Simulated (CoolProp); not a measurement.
The numbers come from the reference Helmholtz-energy equation of state, Guder 2009 in CoolProp.

Q: Give the vapour pressure (kPa), enthalpy of vaporisation (kJ/kg), liquid cp (kJ/(kg K)), vapour viscosity (µPa s) of saturated sulfur hexafluoride at 284.8, 292.4 K.

A: 
```tsv
T (K)	p (kPa)	enthalpy of vaporisation (kJ/kg)	liquid cp (kJ/(kg K))	vapour viscosity (µPa s)
284.8	1700	74.9	1.13	16.0
292.4	2060	67.8	1.22	16.9
```

Viscosity comes from a separate model (Quiñones-Cisneros 2012).
